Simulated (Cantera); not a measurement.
# Equilibrium for metals in furnace atmospheres: Al + H2O + N2

A closed system holds: 1 mol Al, 0.019 mol H2O, 7.3 mol N2, equilibrated at 0.630 Torr.

Equilibrium computed with Cantera from the NASA thermochemical tables; the gas is ideal and each condensed phase is pure. Candidate condensed phases: Al, AlN, Al2O3, H2O; 35 gas species. Mutual solubility and eutectic melting of coexisting phases are not modelled. Condensed phases not in the tables: aluminium oxynitride. The numbers say what is thermodynamically allowed, not how fast it happens.

| T (K) | log p N2 | log p Al | log p H2 | log p Al2O | n AlN(s) | n Al2O3(s) |
|---|---|---|---|---|---|---|
| 825 | -3.08 | <-15 | -5.63 | <-15 | 0.987 | 0.00633 |
| 975 | -3.08 | <-15 | -5.63 | <-15 | 0.987 | 0.00633 |
| 1125 | -3.08 | <-15 | -5.63 | <-15 | 0.987 | 0.00633 |
| 1275 | -3.08 | -12.59 | -5.63 | <-15 | 0.987 | 0.00633 |
| 1425 | -3.08 | -9.84 | -5.63 | -11.58 | 0.987 | 0.00633 |
| 1575 | -3.08 | -7.61 | -5.64 | -8.74 | 0.987 | 0.00633 |
| 1725 | -3.08 | -5.78 | -5.66 | -6.40 | 0.970 | 0.00526 |
| 1875 | -3.11 | -4.23 | -5.78 | -5.68 | 0.428 | 0 |
log p: log10 of the partial pressure in bar; n: condensed amount in mol.

From 825 K to 1725 K the condensed part is AlN(s) + Al2O3(s). At 1875 K the condensed part is AlN(s).
